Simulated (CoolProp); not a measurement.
Vapour pressure (MPa) of R245fa: the reference equation beside estimates from Tc = 153.9 °C, pc = 3.651 MPa, ω = 0.378. Clausius-Clapeyron is anchored at 45.15 °C with a constant enthalpy of vaporisation of 24.00 kJ/mol.

The numbers come from the reference Helmholtz-energy equation of state, Akasaka 2015 in CoolProp.

| T (°C) | reference | Lee-Kesler | Clausius-Clapeyron | van der Waals |
|---|---|---|---|---|
| 29.05 | 0.1721 | 0.1726 | 0.1826 | 0.7738 |
| 34.45 | 0.2080 | 0.2086 | 0.2159 | 0.8458 |
| 39.75 | 0.2486 | 0.2495 | 0.2531 | 0.9206 |
| 45.15 | 0.2960 | 0.2971 | 0.2960 | 1.001 |
| 50.55 | 0.3500 | 0.3514 | 0.3443 | 1.086 |
| 55.95 | 0.4113 | 0.4129 | 0.3986 | 1.175 |
| 61.25 | 0.4792 | 0.4809 | 0.4581 | 1.267 |
| 66.65 | 0.5567 | 0.5585 | 0.5254 | 1.366 |
| 72.05 | 0.6434 | 0.6451 | 0.6001 | 1.469 |
| 77.45 | 0.7398 | 0.7414 | 0.6826 | 1.577 |

Absolute difference from the reference over all 10 rows, mean and median: Lee-Kesler 0.3 and 0.3 %, Clausius-Clapeyron 4.1 and 4.1 %, van der Waals 211.2 and 198.0 %.
